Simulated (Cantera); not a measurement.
Equilibrium for silicon epitaxy and polysilicon growth: Si3H8 + Cl2 + H2

A closed system holds: 1 mol Si3H8, 0.24 mol Cl2, 100 mol H2, held at 973.15 K and 1.60 mbar.

Equilibrium computed with Cantera from the NASA thermochemical tables; the gas is ideal and each condensed phase is pure. Candidate condensed phases: Si; 19 gas species. The feed counts by its element totals alone. Kinetics and transport are ignored.

```
Item           Result
----------  ---------
x(H2)           0.995
x(HCl)        0.00447
x(SiCl2)      3.23e-5
x(SiHCl3)     9.62e-6
x(SiCl4)      7.67e-6
x(SiCl3)      2.94e-6
x(SiH2Cl2)    1.26e-6
n(Si(s))     2.99 mol
gas amount  104.2 mol
```
